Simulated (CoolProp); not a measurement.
Dimethyl ether at 293.15 K and 0.26 MPa is throttled through a valve to 0.0796 MPa with no heat exchange. Each further row changes one setting.

Model: reference Helmholtz-energy equation of state, Wu 2011, in CoolProp.

```csv
case,temperature change (K),final density (kg/m³)
as stated,-4.8,1.55
outlet pressure 0.0239 MPa,-6.4,0.464
outlet pressure 0.103 MPa,-4.2,2.02
```
